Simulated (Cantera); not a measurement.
What does this Cantera script print?

```python
import numpy as np
import cantera as ct

gas_names = """
    CL CL2 H HCL H2 Si SiCL SiCL2 SiCL3 SiCL4 SiH SiHCL3 SiH2 SiH2CL2 SiH3 SiH3CL SiH4 Si2 Si3
""".split()
cond_names = """
    Si(cr) Si(L)
""".split()


# ... load() reads the species with a 1 bar reference pressure and builds the phases ...
atoms = {
    'SiHCl3': {'Si': 1, 'H': 1, 'CL': 3},
    'H2': {'H': 2},
}
top_T = {}  # K; cautious upper limits of use, not melting points


# ... equilibrate(T, P, feed) seeds the gas with the atoms and calls Mixture.equilibrate('TP', solver="vcs", rtol=1e-11, max_steps=5000) ...
results = []
feed = {'SiHCl3': 1, 'H2': 18}  # mol
P = 150  # Pa
for T in [1623, 1648, 1673, 1698, 1723, 1748, 1773]:
    mix = equilibrate(T, P, feed)
    results.append((T, P, feed, dict(zip(mix.species_names, mix.species_moles))))

top = {s: max(r[3][s] / sum(r[3][g] for g in gas_names) for r in results) for s in gas_names}
cols = sorted((s for s in top if top[s] > 1e-05), key=lambda s: -top[s])[:9]
seen = [c for c in cond_names if any(r[3].get(c, 0) > 1e-12 for r in results)]
print("log10 of partial pressures in bar; condensed amounts in mol")
print(f"{'T/K':>10s}" + "".join(f"{s[:9]:>10s}" for s in cols + seen))
for T, P, feed, n in results:
    ng = sum(n[g] for g in gas_names)
    print(f"{T:10.4g}" + "".join(f"{np.log10(max(n[s] / ng * P / 1e5, 1e-99)):10.3f}" for s in cols)
          + "".join(f"{n.get(c, 0):10.4g}" for c in seen))
```

Output:

```
log10 of partial pressures in bar; condensed amounts in mol
       T/K        H2       HCL     SiCL2         H        Si        CL      SiCL     SiCL3       SiH    Si(cr)     Si(L)
      1623    -2.880    -3.880    -4.337    -5.600    -6.806    -6.704    -6.804    -6.698    -7.943    0.3784         0
      1648    -2.880    -3.882    -4.334    -5.490    -6.589    -6.598    -6.667    -6.756    -7.764    0.3728         0
      1673    -2.880    -3.885    -4.332    -5.384    -6.379    -6.495    -6.534    -6.812    -7.591    0.3662         0
      1698    -2.881    -3.885    -4.333    -5.280    -6.183    -6.393    -6.411    -6.868    -7.431         0    0.3629
      1723    -2.881    -3.881    -4.341    -5.180    -6.007    -6.290    -6.303    -6.924    -7.290         0    0.3671
      1748    -2.882    -3.877    -4.348    -5.082    -5.837    -6.189    -6.197    -6.979    -7.154         0    0.3688
      1773    -2.883    -3.873    -4.356    -4.988    -5.672    -6.092    -6.095    -7.033    -7.022         0    0.3672
```

Method: chemical equilibrium by Gibbs-energy minimisation in Cantera with the NASA 1993 tables (ideal gas, pure condensed phases). The tables' values for SiCl, SiCl3 are old estimates; treat these amounts as uncertain. Gases not in the tables: Si2H6 and higher silanes.
